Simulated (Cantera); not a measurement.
Feed: 1 mol Si, 0.027 mol CO₂, 270 mol N₂, 0.071 mol N₂O, equilibrated at 1550 K and 0.680 bar.

These are equilibrium values from Cantera (NASA tables, ideal gas, pure condensed phases), not measurements of a reactor. Candidate condensed phases: C, Si, SiC, SiO₂, Si₂N₂O, Si₃N₄; 34 gas species. Mutual solubility and eutectic melting of coexisting phases are not modelled. Rates play no part.

Base state: N₂ 1.000, CO 0.000100 (mole fractions); condensed: Si₂N₂O(s) + Si₃N₄(s).

What changes in the equilibrium state with this change: temperature from 1550 K to 2100 K?


| species | before | after |
|---|---|---|
| N₂ | 1.000 | 0.999 |
| SiO | 2.33e-7 | 0.000366 |
| Si | <1e-9 | 0.000175 |
| Si₂N | <1e-9 | 3.20e-5 |
| SiN | <1e-9 | 2.99e-5 |
| CO | 0.000100 | 9.71e-5 |
| Si₂N₂O(s), mol | 0.0979 | 0 |
| Si₃N₄(s), mol | 0.268 | 0.275 |
The tables' values for SiN are old estimates; treat these amounts as uncertain.
